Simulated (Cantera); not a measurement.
# Stirred combustor or abatement burner

A perfectly stirred reactor is fed with CO : H₂ : CH₄ : O₂ : N₂ = 1 : 0.089 : 0.65 : 3.62 : 13.6 (molar parts), equivalence ratio 0.51, at 25000 Pa; it is adiabatic with a 550 K inlet, and is followed from long to short residence time, starting on the burning branch (τ in s: 0.29, 0.12, 0.054, 0.023, 0.0099, 0.0043, 0.0018, 0.00079, 0.00034, 0.00015, 6.4e-05).

Detailed kinetics in Cantera: GRI-Mech 3.0 (53 species, 325 reactions).

| τ (s) | T (K) | x CO | x H₂ | x CH₄ | x NO | x HO₂ | x CH₃ | x CH₂CO |
|---|---|---|---|---|---|---|---|---|
| 0.29 | 1767 | 0.00122 | 0.000236 | 4.13e-6 | 3.71e-5 | 1.05e-6 | 7.26e-7 | 5.54e-11 |
| 0.12 | 1753 | 0.00210 | 0.000406 | 7.07e-6 | 2.58e-5 | 1.65e-6 | 1.13e-6 | 1.16e-10 |
| 0.054 | 1733 | 0.00334 | 0.000649 | 1.16e-5 | 1.85e-5 | 2.49e-6 | 1.68e-6 | 2.19e-10 |
| 0.023 | 1701 | 0.00530 | 0.00103 | 2.02e-5 | 1.36e-5 | 3.75e-6 | 2.60e-6 | 4.23e-10 |
| 0.0099 | 1656 | 0.00806 | 0.00155 | 3.66e-5 | 1.10e-5 | 5.42e-6 | 4.11e-6 | 8.25e-10 |
| 0.0043 | 1595 | 0.0120 | 0.00216 | 7.16e-5 | 9.18e-6 | 7.55e-6 | 6.82e-6 | 1.74e-9 |
| 0.0018 | 1510 | 0.0185 | 0.00286 | 0.000167 | 6.47e-6 | 1.07e-5 | 1.28e-5 | 4.76e-9 |
| 0.00079 | 1398 | 0.0311 | 0.00364 | 0.000513 | 2.79e-6 | 1.71e-5 | 2.89e-5 | 2.21e-8 |
| 0.00034 | 550 | 0.0527 | 0.00469 | 0.0343 | <1e-12 | <1e-12 | <1e-12 | <1e-12 |
| 0.00015 | 550 | 0.0527 | 0.00469 | 0.0343 | <1e-12 | <1e-12 | <1e-12 | <1e-12 |
| 6.4e-5 | 550 | 0.0527 | 0.00469 | 0.0343 | <1e-12 | <1e-12 | <1e-12 | <1e-12 |
x: mole fraction; the columns are a selection and need not sum to one.
